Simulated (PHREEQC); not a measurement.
Solution (25 °C): 0.032 mol/kgw KH2PO4, 8.2e-05 mol/kgw Na2B4O7 and 0.0019 mol/kgw KCl. Closed to the air; pH follows from the charge balance.

Model: ion-association model, phreeqc.dat, run in PHREEQC.

Problem. The ionic strength comes out as 0.0343 mol/kgw. What activity coefficients do H2PO4-, HPO4-2, K+, Cl-, KHPO4- get?

Solution. H2PO4- 0.85, HPO4-2 0.51, K+ 0.84, Cl- 0.84, KHPO4- 0.85.

No solid was allowed to form. Species that the database lacks are ignored.
